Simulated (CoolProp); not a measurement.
Ethane along the isotherm 384.9 K: Z from the reference equation and from simpler models built on Tc = 305.3 K, pc = 4872 kPa, ω = 0.099; each cubic takes its own stable root.

Model: reference Helmholtz-energy equation of state, Bücker 2006, in CoolProp.

```tsv
p (kPa)	phase	reference
1870	gas	0.9371
3750	gas	0.8713
5620	supercritical	0.8044
7500	supercritical	0.7381
9370	supercritical	0.6789
11200	supercritical	0.6357
13100	supercritical	0.6128
15000	supercritical	0.6105
16900	supercritical	0.6224
18700	supercritical	0.6416
20600	supercritical	0.6671
22500	supercritical	0.6957
24400	supercritical	0.7263
```

Question: How far does each simpler model (van der Waals, Redlich-Kwong, Soave-Redlich-Kwong, Peng-Robinson) lie from the reference over these 13 states: mean and median of the absolute difference, and the worst?

Answer: 
- van der Waals: mean 7.4 %, median 6.3 %, worst +16.6 % at 384.9 K and 24400 kPa
- Redlich-Kwong: mean 2.2 %, median 1.9 %, worst +3.9 % at 384.9 K and 18700 kPa
- Soave-Redlich-Kwong: mean 5.3 %, median 6.7 %, worst +8.7 % at 384.9 K and 16900 kPa
- Peng-Robinson: mean 1.3 %, median 1.2 %, worst -2.5 % at 384.9 K and 5620 kPa
